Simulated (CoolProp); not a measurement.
Computed with CoolProp (reference Helmholtz-energy equation of state, Lemmon 2005). It is a short technical equation, of lower accuracy than the large ones.

Problem. Give the vapour pressure (MPa), enthalpy of vaporisation (kJ/kg), liquid cp (kJ/(kg K)) of saturated cis-2-butene at 304, 313.6, 332.9 K.

Solution. 
| T (K) | p (MPa) | enthalpy of vaporisation (kJ/kg) | liquid cp (kJ/(kg K)) |
|---|---|---|---|
| 304 | 0.257 | 386 | 2.27 |
| 313.6 | 0.342 | 375 | 2.32 |
| 332.9 | 0.575 | 352 | 2.43 |
